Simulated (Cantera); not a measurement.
Input: 1 mol Si, 0.03 mol HCl, 3.9 mol H₂, equilibrated at 1127 °C and 0.133 bar.

Cantera equilibrium calculation (NASA polynomials, part measured and part estimated; ideal gas, pure solids and liquids). Candidate condensed phases: Si; 19 gas species. Kinetics and transport are ignored.

Base state: H₂ 0.993, HCl 0.00730, SiCl₂ 0.000159, H 1.33e-5 (mole fractions); condensed: Si(s).

**Question.** What changes in the equilibrium state with this change: HCl from 0.03 to 2.6 mol?

**Answer.** 
```json
[
 {"species": "H₂", "before": "0.993", "after": "0.761"},
 {"species": "HCl", "before": "0.00730", "after": "0.129"},
 {"species": "SiCl₂", "before": "0.000159", "after": "0.0645"},
 {"species": "SiCl₄", "before": "1.19e-7", "after": "0.0198"},
 {"species": "SiCl₃", "before": "2.11e-6", "after": "0.0173"},
 {"species": "SiHCl₃", "before": "1.15e-6", "after": "0.00825"},
 {"species": "SiH₂Cl₂", "before": "1.66e-6", "after": "0.000518"},
 {"species": "H", "before": "1.33e-5", "after": "1.16e-5"},
 {"species": "Si(s), mol", "before": "0.999", "after": "0.308"}
]
```
The tables' values for SiCl₃ are old estimates; treat these amounts as uncertain.
